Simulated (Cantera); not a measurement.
An adiabatic, constant-pressure homogeneous reactor starts with 33.1 % H2, 8.70 % O2, 58.2 % N2, equivalence ratio 1.9, at 1775 K and 1.10 bar.

Detailed kinetics in Cantera: the H2/O2 subset of GRI-Mech 3.0, which has no nitrogen chemistry.

Question: Predict: time of steepest temperature rise; temperature at 1.00 s; equilibrium temperature; x(H2) at 1.00 s; x(O2) at 1.00 s; x(O) at 1.00 s; x(HO2) at 1.00 s; x(OH) at 1.00 s.

Answer: 
```
Property                                                              Result
---------------------------------  -----------------------------------------
time of steepest temperature rise                                    7.95 µs
temperature at 1.00 s                                                 2755 K
equilibrium temperature                                               2755 K
x(H2) at 1.00 s                          0.161 (gas-phase equilibrium 0.161)
x(O2) at 1.00 s                    0.000375 (gas-phase equilibrium 0.000375)
x(O) at 1.00 s                     0.000844 (gas-phase equilibrium 0.000844)
x(HO2) at 1.00 s                     3.09e-7 (gas-phase equilibrium 3.09e-7)
x(OH) at 1.00 s                      0.00799 (gas-phase equilibrium 0.00799)
```
